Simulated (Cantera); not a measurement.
**SiH₄ + CO₂ (silicon oxide and oxynitride deposition)**

A closed system holds: 1 mol SiH₄, a varied amount of CO₂, at 1300 K and 71.0 mbar.

These are equilibrium values from Cantera (NASA tables, ideal gas, pure condensed phases), not measurements of a reactor. Candidate condensed phases: C, C₆H₆, C₇H₈, C₈H₁₈, H₂O, Si, SiC, SiO₂; 123 gas species. Mutual solubility and eutectic melting of coexisting phases are not modelled. The tables hold silica as quartz up to 1696 K and as liquid above; real silica turns to tridymite and cristobalite and melts near 1996 K. Rates play no part.

From 0.16 mol CO₂ to 0.41 mol CO₂ the condensed part is Si(s) + SiC(s) + SiO₂(β-quartz). From 0.52 mol CO₂ to 1 mol CO₂ the condensed part is C(graphite) + SiC(s) + SiO₂(β-quartz). From 1.3 mol CO₂ to 1.7 mol CO₂ the condensed part is C(graphite) + SiO₂(β-quartz). The main Si-bearing gas is SiO throughout.

```tsv
n(CO₂) (mol)	log p H₂	log p CO	log p CH₄	log p H₂O	n Si(s)	n SiC(s)	n SiO₂(β-quartz)	n C(graphite)
0.16	-1.15	-7.05	-6.93	-7.71	0.680	0.160	0.160	0
0.2	-1.15	-7.05	-6.93	-7.71	0.600	0.200	0.200	0
0.26	-1.15	-7.05	-6.93	-7.71	0.480	0.260	0.260	0
0.33	-1.15	-7.05	-6.93	-7.71	0.340	0.330	0.330	0
0.41	-1.15	-7.05	-6.93	-7.71	0.180	0.410	0.410	0
0.52	-1.15	-3.25	-4.41	-6.45	0	0.488	0.512	0.0152
0.65	-1.15	-3.25	-4.41	-6.45	0	0.358	0.642	0.275
0.82	-1.15	-3.25	-4.41	-6.45	0	0.188	0.812	0.615
1	-1.15	-3.25	-4.41	-6.45	0	0.00791	0.992	0.975
1.3	-1.26	-1.79	-4.63	-5.09	0	0	1.000	0.699
1.7	-1.38	-1.53	-4.86	-4.95	0	0	1.00	0.300
```
log p: log10 of the partial pressure in bar; n: condensed amount in mol.
